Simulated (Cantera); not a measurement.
**Transport properties of process gases**

Gas mixture: 100 % O2, at 0.000120 bar, frozen composition.

Cantera's kinetic-theory transport with the Lennard-Jones parameters of GRI-Mech 3.0, ideal gas; thermal conductivity in the multicomponent form.

| T (K) | ρ (kg/m³) | cp (J/kg/K) | μ (µPa s) | λ (mW/m/K) | Pr | D (cm²/s) CO2 | D (cm²/s) H | D (cm²/s) OH |
|---|---|---|---|---|---|---|---|---|
| 400 | 0.000115 | 941.4 | 25.6 | 33.9 | 0.712 | 2230 | 17900 | 4500 |
| 600 | 7.70e-5 | 1003 | 34.1 | 48.1 | 0.710 | 4560 | 36200 | 8970 |
| 800 | 5.77e-5 | 1055 | 41.4 | 61.5 | 0.710 | 7490 | 59000 | 14500 |
| 1000 | 4.62e-5 | 1090 | 47.9 | 73.7 | 0.709 | 10900 | 85900 | 21100 |
| 1200 | 3.85e-5 | 1114 | 54.0 | 84.9 | 0.708 | 14900 | 116000 | 28600 |
| 1400 | 3.30e-5 | 1134 | 59.7 | 95.6 | 0.708 | 19300 | 151000 | 36900 |
D: mixture-averaged diffusion coefficient of that species in the mixture.
